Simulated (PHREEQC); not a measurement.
Hard or scaling water

Solution (20 °C): 0.24 mmol/kgw CaSO4, 0.87 mmol/kgw NaF and 3.6 mmol/kgw NaCl. Closed to the air; pH follows from the charge balance.

All values are PHREEQC results (ion-association model, phreeqc.dat), not measurements.

Each row changes one thing in this solution. No solid was allowed to form.

```csv
case,pH,SO4-2 (mol/kgw),CaSO4 (mol/kgw),NaSO4- (mol/kgw),HSO4- (mol/kgw),CaOH+ (mol/kgw),SI of Gypsum (CaSO4:2H2O)
as made,7.24,0.000231,5.05e-6,3.68e-6,9.37e-10,5.34e-10,-2.95
NaF from 0.00087 to 0.000783 mol/kgw,7.22,0.000231,5.07e-6,3.62e-6,9.63e-10,5.21e-10,-2.95
CaSO4 from 0.00024 to 2.4e-05 mol/kgw,7.24,2.36e-5,5.48e-8,3.84e-7,(withheld),5.54e-11,-4.91
NaF left out,7.08,0.000232,5.29e-6,3.04e-6,1.35e-9,3.83e-10,-2.93
NaCl from 0.0036 to 0.0054 mol/kgw,7.23,0.000230,4.64e-6,4.94e-6,9.11e-10,5.16e-10,-2.99
NaCl replaced by ZnCl2 at the same molality,(withheld),0.000178,3.02e-6,4.84e-7,1.19e-8,2.69e-11,-3.17
NaCl left out,7.24,0.000233,6.43e-6,8.15e-7,1.01e-9,5.91e-10,-2.84
CaSO4 from 0.00024 to 4.8e-05 mol/kgw,7.24,4.70e-5,2.17e-7,7.65e-7,1.93e-10,1.10e-10,-4.32
```

Task: Fill in the missing entries.

Result: 
- CaSO4 from 0.00024 to 2.4e-05 mol/kgw, HSO4- (mol/kgw): 9.69e-11
- NaCl replaced by ZnCl2 at the same molality, pH: 5.97

Species that the database lacks are ignored. Some of these states are supersaturated (in Fluorite, for instance).
